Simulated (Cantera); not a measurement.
An isothermal, constant-pressure homogeneous reactor starts with H₂ : O₂ : N₂ = 1.5 : 1 : 1.7 (molar parts), equivalence ratio 0.75, at 1000 K and 1.00 bar.

Computed with Cantera and the H2/O2 subset of GRI-Mech 3.0, which has no nitrogen chemistry. The temperature is held fixed by assumption; the heat of reaction is taken as removed at once.

One state of this run: x H₂ = 0.0523; x O₂ = 0.0965; x OH = 5.15e-7; x H₂O = 0.371; x H = 8.95e-7. x: mole fraction; the columns are a selection and need not sum to one.

**Question.** Which value of t (s) does it belong to?
A) 9.00
B) 0.000790
C) 0.164
D) 1.44e-5

**Answer.** C, 0.164
